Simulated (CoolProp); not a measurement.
The fluid at 289.3 K and 5.77 MPa (liquid) is heated at constant pressure to 433.5 K. The same conditions are run with several fluids, on thermodynamics alone (safety and materials aside).

Values from CoolProp's reference Helmholtz-energy equation of state of each fluid (hydrogen chloride: Thol 2018; tetrahydrofuran: Fiedler 2023; carbonyl sulfide: Lemmon 2006; n-decane: Lemmon 2006; R245ca: Zhou 2016).

Task: Rank hydrogen chloride, tetrahydrofuran, carbonyl sulfide, n-decane, R245ca by heat (kJ/kg), highest first.

Result: hydrogen chloride (426), n-decane (351), carbonyl sulfide (331), tetrahydrofuran (284), R245ca (217)

| fluid | final phase | final density (kg/m³) |
|---|---|---|
| hydrogen chloride | gas | 65.1 |
| tetrahydrofuran | liquid | 727 |
| carbonyl sulfide | gas | 125 |
| n-decane | liquid | 627 |
| R245ca | liquid | 968 |
